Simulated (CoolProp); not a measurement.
A Linde-Hampson liquefier for oxygen: isothermal reversible compression at 250 K from 1 atm to 10 MPa, throttling to 1 atm, return gas leaving the recuperator 2 K below the feed. Each further row changes one setting.

Model: reference Helmholtz-energy equation of state, Schmidt 1985, in CoolProp.

```json
[
 {"case": "as stated", "liquid yield per pass": "?", "compression work (kJ/kg of gas)": "290"},
 {"case": "high pressure 20 MPa", "liquid yield per pass": "0.173", "compression work (kJ/kg of gas)": "?"},
 {"case": "warm-end temperature 280 K", "liquid yield per pass": "0.065", "compression work (kJ/kg of gas)": "?"},
 {"case": "warm-end gap 7 K", "liquid yield per pass": "0.080", "compression work (kJ/kg of gas)": "290"}
]
```

Problem. What belongs in the gaps?

Solution. 
- as stated, liquid yield per pass: 0.091
- high pressure 20 MPa, compression work (kJ/kg of gas): 329
- warm-end temperature 280 K, compression work (kJ/kg of gas): 328
